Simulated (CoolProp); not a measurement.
A single-stage vapour-compression cycle with R125: evaporating at 193.15 K (dew point), condensing at 225.15 K (bubble point), superheat 8 K, subcooling 8 K, compressor efficiency 0.9, no pressure losses. Each further row changes one setting.

The numbers come from the reference Helmholtz-energy equation of state, Lemmon 2005 in CoolProp.

```csv
case,cooling COP,pressure ratio,discharge temperature (K),refrigerating effect (kJ/kg),volumetric capacity (kJ/m³)
as stated,5.01,6.58,250.9,159,179
evaporating temperature 198.15 K,6.23,4.67,247.1,162,251
condensing temperature 220.15 K,6.06,5.11,244.0,165,185
subcooling 13 K,5.19,6.58,250.9,165,185
superheat 18 K,4.97,6.58,261.7,166,177
compressor efficiency 0.8,4.46,6.58,256.3,159,179
```
